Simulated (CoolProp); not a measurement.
Aqueous sodium chloride as a coolant, at 12 °C, 1 atm.

The numbers come from the Melinder's fits for secondary coolants in CoolProp.

| mass % | freezing point (°C) | Prandtl number | viscosity (mPa s) | cp (kJ/(kg K)) | density (kg/m³) |
|---|---|---|---|---|---|
| 1.2 | -0.7 | 8.88 | 1.26 | 4.120 | (withheld) |
| 3.9 | -2.4 | 8.94 | (withheld) | 3.975 | 1028 |
| 6.5 | -4.0 | 9.08 | 1.36 | 3.853 | 1047 |
| 9.1 | -5.9 | (withheld) | 1.43 | 3.745 | 1067 |
| 11.7 | -7.9 | 9.62 | 1.51 | 3.649 | 1086 |
| 14.4 | -10.3 | 10.0 | 1.61 | (withheld) | 1107 |
| 17 | -13.0 | 10.5 | 1.72 | 3.483 | 1127 |

Q: Complete the blanks.

A: 
- 1.2, density (kg/m³): 1008
- 3.9, viscosity (mPa s): 1.31
- 9.1, Prandtl number: 9.31
- 14.4, cp (kJ/(kg K)): 3.560
